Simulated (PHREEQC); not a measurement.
Make-up at 5 °C: 0.21 mol KHCO3, 0.0011 mol NaOH and 0.44 mol KCl per kg of water. Closed to the air; pH follows from the charge balance.

All values are PHREEQC results (ion-association model, phreeqc.dat), not measurements.

No solid was allowed to form.

Q: What pH does the model give?

A: pH 8.27.

Q: In which forms is Na present?

A: Na+ 94 %, NaHCO3 5.2 % of the Na.

Away from 25 °C the constants follow the database's enthalpies or fits; those with neither stay at their 25 °C values.
